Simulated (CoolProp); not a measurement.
Vapour pressure (MPa) of the fluoroketone C6F12O (FK-5-1-12): the reference equation beside estimates from Tc = 441.8 K, pc = 1.869 MPa, ω = 0.471. Clausius-Clapeyron is anchored at 290.5 K with a constant enthalpy of vaporisation of 30.64 kJ/mol.

Model: reference Helmholtz-energy equation of state, McLinden 2015, in CoolProp.

| T (K) | reference | Clausius-Clapeyron | Redlich-Kwong | Soave-Redlich-Kwong |
|---|---|---|---|---|
| 235.9 | 0.001174 | 0.001538 | 0.01003 | 0.001222 |
| 249.5 | 0.003087 | 0.003603 | 0.01966 | 0.003154 |
| 263.2 | 0.007203 | 0.007772 | 0.03549 | 0.007273 |
| 276.9 | 0.01513 | 0.01554 | 0.05963 | 0.01517 |
| 290.5 | 0.02897 | 0.02897 | 0.09414 | 0.02896 |
| 304.2 | 0.05180 | 0.05128 | 0.1419 | 0.05176 |
| 317.9 | 0.08705 | 0.08643 | 0.2053 | 0.08708 |
| 331.6 | 0.1388 | 0.1395 | 0.2867 | 0.1392 |
| 345.2 | 0.2112 | 0.2162 | 0.3877 | 0.2123 |

Absolute difference from the reference over all 9 rows, mean and median: Clausius-Clapeyron 7.0 and 2.4 %, Redlich-Kwong 300.3 and 225.0 %, Soave-Redlich-Kwong 0.9 and 0.3 %.
